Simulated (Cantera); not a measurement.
Feed: 1 mol SiO2, a varied amount of MgCl2, 0.87 mol O2, equilibrated at 1523.15 K and 0.00280 bar.

Equilibrium computed with Cantera from the NASA thermochemical tables; the gas is ideal and each condensed phase is pure. Candidate condensed phases: Mg, MgCl2, MgO, MgSiO3, Mg2SiO4, Si, SiO2; 20 gas species. Mutual solubility and eutectic melting of coexisting phases are not modelled. The tables hold silica as quartz up to 1696 K and as liquid above; real silica turns to tridymite and cristobalite and melts near 1996 K. Condensed phases not in the tables: alloys, solid solutions and most ternary compounds. The numbers say what is thermodynamically allowed, not how fast it happens.

x: gas mole fraction; n: condensed amount in mol.

| n(MgCl2) (mol) | x O2 | x Cl | x MgCl2 | x Cl2 | x ClO | x O | n MgSiO3(s) | n SiO2(β-quartz) | n Mg2SiO4(s) |
|---|---|---|---|---|---|---|---|---|---|
| 0.14 | 0.766 | 0.200 | 0.00912 | 0.0241 | 0.000221 | ? | 0.130 | 0.870 | 0 |
| 0.37 | 0.541 | 0.351 | 0.0334 | 0.0743 | 0.000326 | ? | 0.326 | 0.674 | 0 |
| 0.59 | 0.402 | 0.429 | 0.0579 | 0.111 | 0.000344 | ? | 0.501 | 0.499 | 0 |
| 0.82 | 0.300 | 0.478 | 0.0834 | 0.138 | 0.000331 | ? | 0.672 | 0.328 | 0 |
| 1 | 0.240 | 0.504 | 0.103 | 0.153 | 0.000312 | ? | 0.797 | 0.203 | 0 |
| 1.3 | 0.165 | 0.529 | 0.137 | 0.169 | 0.000271 | 4.24e-5 | 0.987 | 0.0131 | 0 |
| 1.5 | 0.142 | 0.512 | 0.188 | 0.158 | 0.000244 | 3.94e-5 | 0.969 | 0 | 0.0314 |
| 1.7 | 0.114 | 0.514 | 0.212 | 0.160 | 0.000219 | ? | 0.874 | 0 | 0.126 |

Complete the blanks.


- 0.14, x O: 9.15e-5
- 0.37, x O: 7.68e-5
- 0.59, x O: 6.62e-5
- 0.82, x O: 5.72e-5
- 1, x O: 5.11e-5
- 1.7, x O: 3.52e-5
